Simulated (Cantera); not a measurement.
**Ignition delay**

Mixture: H₂ : O₂ : N₂ : H₂O = 1 : 1.04 : 4.27 : 0.18 (molar parts), equivalence ratio 0.48, at 820000 Pa, adiabatic and at constant volume. Ignition delay is the time to a rise of 400 K.

Model: the H2/O2 subset of GRI-Mech 3.0, which has no nitrogen chemistry, integrated in Cantera. The hydrogen kinetics of GRI-Mech 3.0 are dated; newer H2 mechanisms differ, most at raised pressure. Where the delays flatten at high temperature, the 400 K rule measures the pace of heat release, not the induction time.

| T0 (K) | delay (ms) |
|---|---|
| 1175 | 0.238 |
| 1225 | 0.0442 |
| 1275 | 0.0108 |
| 1325 | 0.00585 |
| 1375 | 0.00398 |
| 1425 | 0.00299 |
| 1475 | 0.00238 |
| 1525 | 0.00197 |

```json
{
  "apparent activation energy between 1425 and 1525 K": "75 kJ/mol"
}
```
